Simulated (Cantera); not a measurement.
Input: 1 mol Si2Cl6, 4.2 mol N2, held at 1275 K and 1.00 bar.

Equilibrium computed with Cantera from the NASA thermochemical tables; the gas is ideal and each condensed phase is pure. Candidate condensed phases: Si, Si3N4; 13 gas species. The feed counts by its element totals alone. N2 is the only nitrogen source here; it is nearly inert below about 1500 K, so the nitride shown seldom forms there in practice. The tables' values for SiCl3 are old estimates; treat these amounts as uncertain. Kinetics and transport are ignored.

**Question.** What is the equilibrium state?

**Answer.** 
- x(N2): 0.720
- x(SiCl4): 0.277
- x(SiCl3): 0.00269
- x(SiCl2): 0.000170
- n(Si3N4(s)): 0.165 mol
- gas amount: 5.373 mol
- log10 activity of Si(s) (absent): -4.30
